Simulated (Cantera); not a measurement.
An isothermal, constant-pressure homogeneous reactor starts with C2H6 : N2 = 1 : 4.3 (molar parts), at 1675 K and 7200 Pa. Integrator tolerance rtol = 1e-08.

Detailed kinetics in Cantera: GRI-Mech 3.0 (53 species, 325 reactions). GRI-Mech 3.0 stops at C3 and has no aromatics, soot or wall deposition, so with more carbon than oxygen in the feed, carbon stays in small species such as C2H2 where larger ones or solid carbon would form.

### Question
What does this change do: C2H6 1 to 0.63 parts?

### Answer
| quantity | before | after |
|---|---|---|
| x(C2H6) at 200 s | 8.14e-9 (gas-phase equilibrium 4.70e-9) | 3.34e-9 (gas-phase equilibrium 1.67e-9) |
| x(CH3) at 200 s | 1.01e-5 (gas-phase equilibrium 7.65e-6) | 6.44e-6 (gas-phase equilibrium 4.55e-6) |
| x(H2) at 200 s | 0.273 (gas-phase equilibrium 0.273) | 0.203 (gas-phase equilibrium 0.203) |
| x(CH4) at 200 s | 0.000595 (gas-phase equilibrium 0.000452) | 0.000328 (gas-phase equilibrium 0.000232) |
| x(C2H4) at 200 s | 0.000158 (gas-phase equilibrium 9.12e-5) | 8.74e-5 (gas-phase equilibrium 4.35e-5) |
| x(CH2) at 200 s | 8.45e-9 (gas-phase equilibrium 6.42e-9) | 6.28e-9 (gas-phase equilibrium 4.44e-9) |
